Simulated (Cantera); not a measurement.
# NO annealing gas

An isothermal, constant-pressure homogeneous reactor starts with 9.09 % NO, 90.9 % N₂, at 1500 K and 1.00 bar.

Model: GRI-Mech 3.0 (53 species, 325 reactions), integrated in Cantera.

| t (s) | x NO | x NO₂ | x O | x N₂ | x O₂ |
|---|---|---|---|---|---|
| 3.00e-6 | 0.0909 | 6.94e-12 | 2.21e-10 | 0.909 | <1e-12 |
| 1.25e-5 | 0.0909 | 1.12e-10 | 8.36e-10 | 0.909 | <1e-12 |
| 5.19e-5 | 0.0909 | 1.52e-9 | 2.42e-9 | 0.909 | <1e-12 |
| 0.000216 | 0.0909 | 1.27e-8 | 3.70e-9 | 0.909 | 3.58e-12 |
| 0.000896 | 0.0909 | 6.49e-8 | 4.01e-9 | 0.909 | 2.17e-11 |
| 0.00373 | 0.0909 | 2.92e-7 | 5.14e-9 | 0.909 | 1.74e-10 |
| 0.0155 | 0.0909 | 1.38e-6 | 1.02e-8 | 0.909 | 3.38e-9 |
| 0.0644 | 0.0909 | 7.09e-6 | 3.36e-8 | 0.909 | 1.79e-7 |
| 0.268 | 0.0908 | 2.16e-5 | 8.76e-8 | 0.909 | 8.16e-6 |
| 1.11 | 0.0907 | 2.50e-5 | 1.00e-7 | 0.909 | 7.09e-5 |
| 4.63 | 0.0902 | 3.00e-5 | 1.20e-7 | 0.909 | 0.000335 |
| 19.2 | 0.0880 | 4.43e-5 | 1.80e-7 | 0.911 | 0.00141 |
| 80.0 | 0.0800 | 7.09e-5 | 3.14e-7 | 0.915 | 0.00540 |
x: mole fraction; the columns are a selection and need not sum to one.

Equilibrium at this temperature and pressure: NO 0.000627, NO₂ 1.55e-6, O 8.67e-7, N₂ 0.954, O₂ 0.0451 (gas phase only).
